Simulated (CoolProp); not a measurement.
A simple Rankine cycle with R142b: condensing at 317.15 K, boiler at 1.63 MPa, turbine inlet 366 K, turbine efficiency 0.65, pump efficiency 0.8, no recuperator. Each further row changes one setting.

Computed with CoolProp (reference Helmholtz-energy equation of state, Lemmon 2006). It is a short technical equation, of lower accuracy than the large ones.

| case | thermal efficiency (%) | net work (kJ/kg) | heat in (kJ/kg) | turbine exit temperature (K) | volume ratio over the turbine |
|---|---|---|---|---|---|
| as stated | … | 14.2 | 217 | … | 3.02 |
| turbine inlet 386 K | 6.7 | 16.0 | 241 | 353.7 | … |
| condensing temperature 309.15 K | … | 17.5 | 227 | … | 3.78 |
| boiler pressure 1.14 MPa | 4.6 | 10.4 | 227 | … | 2.00 |
| turbine efficiency 0.55 | 5.5 | 11.9 | 217 | 333.4 | 3.05 |

Q: Complete the blanks.

A: 
- as stated, thermal efficiency (%): 6.6
- as stated, turbine exit temperature (K): 331.0
- turbine inlet 386 K, volume ratio over the turbine: 2.92
- condensing temperature 309.15 K, thermal efficiency (%): 7.7
- condensing temperature 309.15 K, turbine exit temperature (K): 325.1
- boiler pressure 1.14 MPa, turbine exit temperature (K): 345.8
